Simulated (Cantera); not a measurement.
An adiabatic, constant-volume homogeneous reactor starts with 3.50 % CH4, 7.20 % O2, 71.3 % N2, 17.8 % H2O, 0.157 % C2H6, equivalence ratio 1.0, at 1398 K and 9.60 bar.

Detailed kinetics in Cantera: GRI-Mech 3.0 (53 species, 325 reactions).

x: mole fraction; the columns are a selection and need not sum to one.

| t (s) | T (K) | P (bar) | x CH4 | x O2 | x H2O | x CO2 | x CH3 | x H2 |
|---|---|---|---|---|---|---|---|---|
| 7.00e-6 | 1398 | 9.60 | 0.0350 | 0.0720 | 0.178 | 2.12e-10 | … | 1.78e-7 |
| 1.77e-5 | 1398 | 9.60 | 0.0350 | 0.0720 | 0.178 | 3.60e-9 | … | 1.20e-6 |
| 4.46e-5 | 1398 | 9.60 | 0.0349 | 0.0720 | 0.178 | 5.71e-8 | … | 9.84e-6 |
| 0.000113 | 1399 | 9.61 | 0.0348 | 0.0719 | 0.178 | 4.98e-7 | … | 6.25e-5 |
| 0.000285 | 1403 | 9.64 | 0.0340 | 0.0713 | 0.179 | 3.18e-6 | … | 0.000322 |
| 0.000719 | 1637 | 11.4 | 0.0126 | 0.0473 | 0.204 | 0.00126 | … | 0.0112 |
| 0.00181 | 2275 | 15.7 | <1e-12 | 0.000547 | 0.246 | 0.0342 | <1e-12 | 0.00479 |
| 0.00458 | 2274 | 15.7 | <1e-12 | 0.000537 | 0.246 | 0.0342 | <1e-12 | 0.00482 |
| 0.0116 | 2273 | 15.7 | <1e-12 | 0.000516 | 0.246 | 0.0342 | <1e-12 | 0.00488 |
| 0.0292 | 2271 | 15.7 | <1e-12 | 0.000484 | 0.246 | 0.0341 | <1e-12 | 0.00498 |
| 0.0738 | 2270 | 15.7 | <1e-12 | 0.000468 | 0.246 | 0.0340 | <1e-12 | 0.00504 |
| 0.186 | 2270 | 15.7 | <1e-12 | 0.000467 | 0.246 | 0.0340 | <1e-12 | 0.00504 |
| 0.470 | 2270 | 15.7 | <1e-12 | 0.000467 | 0.246 | 0.0340 | <1e-12 | 0.00504 |
| 1.19 | 2270 | 15.7 | <1e-12 | 0.000467 | 0.246 | 0.0340 | <1e-12 | 0.00504 |
| 3.00 | 2270 | 15.7 | <1e-12 | 0.000467 | 0.246 | 0.0340 | <1e-12 | 0.00504 |

### Question
Fill in the missing entries.

### Answer

- 7.00e-6, x CH3: 5.51e-6
- 1.77e-5, x CH3: 1.37e-5
- 4.46e-5, x CH3: 3.01e-5
- 0.000113, x CH3: 4.26e-5
- 0.000285, x CH3: 5.61e-5
- 0.000719, x CH3: 0.000476
